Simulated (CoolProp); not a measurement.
Aqueous ethylene glycol as a coolant, 32 % by mass, freezing at -16.2 °C, 1 atm.

Values from CoolProp's Melinder's fits for secondary coolants.

```json
[
 {"T (°C)": "-12.9", "viscosity (mPa s)": "7.93", "Prandtl number": "66.4", "cp (kJ/(kg K))": "3.571", "density (kg/m³)": "1052"},
 {"T (°C)": "-7.9", "viscosity (mPa s)": "6.33", "Prandtl number": "52.7", "cp (kJ/(kg K))": "3.588", "density (kg/m³)": "___"},
 {"T (°C)": "-2.8", "viscosity (mPa s)": "5.11", "Prandtl number": "42.2", "cp (kJ/(kg K))": "3.605", "density (kg/m³)": "1049"},
 {"T (°C)": "2.2", "viscosity (mPa s)": "4.19", "Prandtl number": "34.4", "cp (kJ/(kg K))": "3.622", "density (kg/m³)": "1047"},
 {"T (°C)": "7.3", "viscosity (mPa s)": "3.47", "Prandtl number": "___", "cp (kJ/(kg K))": "___", "density (kg/m³)": "1046"},
 {"T (°C)": "12.4", "viscosity (mPa s)": "2.91", "Prandtl number": "23.6", "cp (kJ/(kg K))": "3.655", "density (kg/m³)": "1044"},
 {"T (°C)": "17.4", "viscosity (mPa s)": "2.47", "Prandtl number": "20.0", "cp (kJ/(kg K))": "___", "density (kg/m³)": "___"},
 {"T (°C)": "22.5", "viscosity (mPa s)": "___", "Prandtl number": "17.0", "cp (kJ/(kg K))": "3.688", "density (kg/m³)": "1040"},
 {"T (°C)": "27.5", "viscosity (mPa s)": "___", "Prandtl number": "14.7", "cp (kJ/(kg K))": "3.703", "density (kg/m³)": "1038"},
 {"T (°C)": "32.6", "viscosity (mPa s)": "___", "Prandtl number": "12.8", "cp (kJ/(kg K))": "3.719", "density (kg/m³)": "1035"}
]
```

Question: Fill in the missing entries.

Answer: 
- -7.9, density (kg/m³): 1050
- 7.3, Prandtl number: 28.3
- 7.3, cp (kJ/(kg K)): 3.639
- 17.4, cp (kJ/(kg K)): 3.671
- 17.4, density (kg/m³): 1042
- 22.5, viscosity (mPa s): 2.12
- 27.5, viscosity (mPa s): 1.84
- 32.6, viscosity (mPa s): 1.61
